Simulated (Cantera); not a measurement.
## Hydrocarbon pyrolysis for carbon deposition

An isothermal, constant-pressure homogeneous reactor starts with 12.2 % C2H4, 87.8 % H2, at 1275 K and 13300 Pa.

Computed with Cantera and GRI-Mech 3.0 (53 species, 325 reactions). GRI-Mech 3.0 was tuned for natural gas; its chemistry of ethylene as a main component is partial and can be far from experiment. GRI-Mech 3.0 stops at C3 and has no aromatics, soot or wall deposition, so with more carbon than oxygen in the feed, carbon stays in small species such as C2H2 where larger ones or solid carbon would form.

```tsv
t (s)	x C2H4	x H2	x C2H2	x C2H	x C2H6	x H	x CH2
0.000100	0.122	0.878	6.45e-7	<1e-12	1.38e-10	5.11e-10	<1e-12
0.000264	0.122	0.878	1.70e-6	<1e-12	8.32e-10	1.37e-9	<1e-12
0.000696	0.122	0.878	4.51e-6	<1e-12	5.41e-9	3.64e-9	<1e-12
0.00184	0.122	0.878	1.20e-5	<1e-12	3.67e-8	9.71e-9	<1e-12
0.00484	0.122	0.878	3.24e-5	<1e-12	2.59e-7	2.73e-8	<1e-12
0.0128	0.122	0.878	9.23e-5	<1e-12	2.20e-6	1.07e-7	<1e-12
0.0337	0.121	0.878	0.000447	<1e-12	4.86e-5	1.62e-6	1.86e-12
0.0890	0.111	0.879	0.00894	4.84e-11	0.000688	1.31e-5	2.07e-11
0.235	0.0809	0.879	0.0342	1.90e-10	0.000557	1.35e-5	2.75e-11
0.619	0.0475	0.879	0.0616	3.13e-10	0.000323	1.23e-5	3.25e-11
1.63	0.0330	0.876	0.0713	3.16e-10	0.000221	1.07e-5	3.77e-11
4.31	0.0301	0.867	0.0681	2.56e-10	0.000201	8.98e-6	4.50e-11
11.4	0.0268	0.852	0.0613	1.77e-10	0.000178	6.79e-6	4.43e-11
30.0	0.0225	0.832	0.0521	1.08e-10	0.000147	4.76e-6	3.52e-11
```
x: mole fraction; the columns are a selection and need not sum to one.

Equilibrium at this temperature and pressure: C2H4 0.00920, H2 0.769, C2H2 0.0225, C2H 1.89e-11, C2H6 6.15e-5, H 1.78e-6, CH2 1.22e-11 (gas phase only).
